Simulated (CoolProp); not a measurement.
Vapour-liquid equilibrium of R152A (1) + n-pentane (2) at 265.8 K; x and y are mole fractions of (1).

Computed with CoolProp (multi-fluid Helmholtz-energy mixture model, Outcalt 1996 and Thol 2019; pair parameters Bell 2016).

Q: Give the bubble pressure and the first vapour's composition at x = 0.275, 0.65, 0.875. Is there an azeotrope?

A: x = 0.275: 148.5 kPa, y = 0.898; x = 0.65: 175.6 kPa, y = 0.924; x = 0.875: 189.6 kPa, y = 0.952. No azeotrope shows between x = 0.05 and 0.95.

The pair parameters rest on a limited set of measurements; away from them the model extrapolates. With so large a gap from Raoult's law the liquid may split in two, which this calculation doesn't test in full.
